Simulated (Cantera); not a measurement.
An adiabatic, constant-volume homogeneous reactor starts with CH4 : H2 : O2 : N2 = 1 : 0.082 : 1.36 : 5.12 (molar parts), equivalence ratio 1.5, at 1000 K and 15800 Torr. Integrator tolerance rtol = 1e-08.

Model: GRI-Mech 3.0 (53 species, 325 reactions), integrated in Cantera. The pressure lies above the range GRI-Mech 3.0 was tuned for (to about 10 atm).

```tsv
quantity	before	after
time of steepest temperature rise	9.57 ms	33.2 ms
temperature at 3.00 s	2810 K	2775 K
equilibrium temperature	2810 K	2775 K
x(CH4) at 3.00 s	9.42e-10 (gas-phase equilibrium 1.05e-9)	5.81e-11 (gas-phase equilibrium 6.58e-11)
x(H2) at 3.00 s	0.0748 (gas-phase equilibrium 0.0748)	0.0747 (gas-phase equilibrium 0.0747)
x(O2) at 3.00 s	4.47e-5 (gas-phase equilibrium 4.47e-5)	0.000141 (gas-phase equilibrium 0.000141)
x(C2H) at 3.00 s	<1e-12 (gas-phase equilibrium <1e-12)	<1e-12 (gas-phase equilibrium <1e-12)
x(CH2CO) at 3.00 s	5.74e-12 (gas-phase equilibrium 6.26e-12)	<1e-12 (gas-phase equilibrium <1e-12)
```

Question: Name the change that produced these shifts.
A) pressure from 15800 Torr to 8250 Torr
B) O2 1.36 to 0.5 parts
C) pressure from 15800 Torr to 3750 Torr
D) pressure from 15800 Torr to 675 Torr

Answer: C, pressure from 15800 Torr to 3750 Torr
